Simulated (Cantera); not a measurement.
Cantera run:

```python
import numpy as np
import cantera as ct

gas_names = """
    B BH BH2 BH3 BN B2 H H2 N NH NH2 NH3 N2 N2H2 N2H4
""".split()
cond_names = """
    B(b) B(L) BN(s)
""".split()


# ... load() reads the species with a 1 bar reference pressure and builds the phases ...
atoms = {
    'BN': {'B': 1, 'N': 1},
    'H2': {'H': 2},
}
top_T = {'BN(s)': 3200}  # K; cautious upper limits of use, not melting points


# ... equilibrate(T, P, feed) seeds the gas with the atoms and calls Mixture.equilibrate('TP', solver="vcs", rtol=1e-11, max_steps=5000) ...
results = []
feed = {'BN': 1, 'H2': 0.51}  # mol
P = 210  # Pa
for T in [1400, 1550, 1700, 1850, 2000, 2150, 2300]:
    mix = equilibrate(T, P, feed)
    results.append((T, P, feed, dict(zip(mix.species_names, mix.species_moles))))

top = {s: max(r[3][s] / sum(r[3][g] for g in gas_names) for r in results) for s in gas_names}
cols = sorted((s for s in top if top[s] > 0.0001), key=lambda s: -top[s])[:9]
seen = [c for c in cond_names if any(r[3].get(c, 0) > 1e-12 for r in results)]
print("log10 of partial pressures in bar; condensed amounts in mol")
print(f"{'T/K':>10s}" + "".join(f"{s[:9]:>10s}" for s in cols + seen))
for T, P, feed, n in results:
    ng = sum(n[g] for g in gas_names)
    print(f"{T:10.4g}" + "".join(f"{np.log10(max(n[s] / ng * P / 1e5, 1e-99)):10.3f}" for s in cols)
          + "".join(f"{n.get(c, 0):10.4g}" for c in seen))
```

Result:

```
log10 of partial pressures in bar; condensed amounts in mol
       T/K        H2        N2         H         B       BH2        BH      B(b)     BN(s)
      1400    -2.678    -8.798    -6.652   -13.455    -8.519   -13.070         0         1
      1550    -2.678    -7.703    -5.841   -11.087    -7.466   -11.142 1.131e-06         1
      1700    -2.679    -6.221    -5.171    -9.432    -6.893    -9.850 0.0002612    0.9997
      1850    -2.685    -4.981    -4.611    -8.049    -6.420    -8.773  0.005032    0.9949
      2000    -2.719    -3.929    -4.148    -6.875    -6.049    -7.875    0.0614    0.9383
      2150    -2.992    -3.025    -3.871    -5.868    -5.974    -7.226    0.8836    0.1153
      2300    -3.075    -3.016    -3.552    -4.994    -5.757    -6.588    0.9936         0
```

These are equilibrium values from Cantera (NASA tables, ideal gas, pure condensed phases), not measurements of a reactor. Mutual solubility and eutectic melting of coexisting phases are not modelled. The tables' values for BH2 are old estimates; treat these amounts as uncertain.
